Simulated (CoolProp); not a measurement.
Values from CoolProp's reference Helmholtz-energy equation of state, Gao 2022.

Problem. Give the vapour pressure (MPa), enthalpy of vaporisation (kJ/kg), vapour Z of saturated n-perfluorobutane at -55.65, -41.35 °C.

Solution. 
```json
[
 {"T (°C)": "-55.65", "p (MPa)": "0.00593", "enthalpy of vaporisation (kJ/kg)": "114", "vapour Z": "0.995"},
 {"T (°C)": "-41.35", "p (MPa)": "0.0149", "enthalpy of vaporisation (kJ/kg)": "110", "vapour Z": "0.989"}
]
```
